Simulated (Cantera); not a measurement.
Source: NASA polynomial tables (part measured, part estimated), evaluated in Cantera. Values are per mole of reaction as written; species without (g) are pure solids or liquids, kept so even where they would boil at 1 bar.

SiH4(g) + 2 S = Si + 2 H2S(g)

| T (K) | ΔH° (kJ) | ΔS° (J/K) | ΔG° (kJ) | log10 K | condensed phases |
|---|---|---|---|---|---|
| 300 | -75.3 | 161.6 | -123.8 | 21.55 | S(s), Si(s) |
| 423 | -80.9 | 147.2 | -143.1 | 17.67 | S(l), Si(s) |
| 473 | -82.8 | 142.8 | -150.4 | 16.61 | S(l), Si(s) |
| 523 | -84.9 | 138.6 | -157.4 | 15.72 | S(l), Si(s) |
| 573 | (withheld) | (withheld) | (withheld) | (withheld) | S(l), Si(s) |
| 623 | (withheld) | (withheld) | (withheld) | (withheld) | S(l), Si(s) |
| 673 | -90.2 | 129.7 | -177.5 | 13.77 | S(l), Si(s) |
| 723 | -91.5 | 127.7 | -183.9 | 13.29 | S(l), Si(s) |
| 773 | (withheld) | (withheld) | (withheld) | (withheld) | S(l), Si(s) |
| 823 | -94.2 | 124.2 | -196.5 | 12.47 | S(l), Si(s) |

### Question
Some entries are withheld; supply them.

### Answer

- 573, ΔH° (kJ): -86.9
- 573, ΔS° (J/K): 134.9
- 573, ΔG° (kJ): -164.2
- 573, log10 K: 14.97
- 623, ΔH° (kJ): -88.7
- 623, ΔS° (J/K): 132.0
- 623, ΔG° (kJ): -170.9
- 623, log10 K: 14.33
- 773, ΔH° (kJ): -92.8
- 773, ΔS° (J/K): 126.0
- 773, ΔG° (kJ): -190.2
- 773, log10 K: 12.85
